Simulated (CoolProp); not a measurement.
Properties of R1224YDZ along the isobar 3.74 MPa.

The numbers come from the reference Helmholtz-energy equation of state, Akasaka 2023 in CoolProp.

```
T (°C)          phase       Z  Joule-Thomson coefficient (K/MPa)
------  -------------  ------  ---------------------------------
99.15          liquid  0.1567                             0.1550
109.25         liquid  0.1581                             0.2920
119.35         liquid  0.1605                             0.4817
129.45         liquid  0.1643                             0.7646
139.55         liquid  0.1704                              1.243
149.55         liquid  0.1813                              2.275
159.65  supercritical  0.2169                              7.572
169.75  supercritical  0.4836                              15.46
179.85  supercritical  0.5771                              12.65
189.95  supercritical  0.6356                              10.79
199.95  supercritical  0.6788                              9.467
```
